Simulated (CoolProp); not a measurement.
Acetone along the isotherm 311.6 K: fugacity coefficient from the reference equation and from simpler models built on Tc = 508.1 K, pc = 4692 kPa, ω = 0.307; each cubic takes its own stable root.

The numbers come from the reference Helmholtz-energy equation of state, Lemmon 2006 in CoolProp. It is a short technical equation, of lower accuracy than the large ones.

| p (kPa) | phase | reference |
|---|---|---|
| 168 | liquid | 0.3074 |
| 335 | liquid | 0.1549 |
| 503 | liquid | 0.1037 |
| 670 | liquid | 0.07822 |
| 838 | liquid | 0.06285 |
| 1010 | liquid | 0.05241 |
| 1170 | liquid | 0.04545 |
| 1340 | liquid | 0.03988 |
| 1510 | liquid | 0.03557 |
| 1680 | liquid | 0.03213 |
| 1840 | liquid | 0.02947 |
| 2010 | liquid | 0.02711 |
| 2180 | liquid | 0.02512 |
| 2350 | liquid | 0.02342 |

### Question
How far does each simpler model (van der Waals, Redlich-Kwong, Soave-Redlich-Kwong, Peng-Robinson) lie from the reference over these 14 states: mean and median of the absolute difference, and the worst?

### Answer
- van der Waals: mean 675.6 %, median 724.5 %, worst +749.7 % at 311.6 K and 2350 kPa
- Redlich-Kwong: mean 128.2 %, median 128.1 %, worst +130.5 % at 311.6 K and 2350 kPa
- Soave-Redlich-Kwong: mean 0.6 %, median 0.5 %, worst -1.3 % at 311.6 K and 168 kPa
- Peng-Robinson: mean 1.0 %, median 1.0 %, worst +1.4 % at 311.6 K and 2350 kPa

At some of these states van der Waals gives the other phase, because its saturation line lies elsewhere.
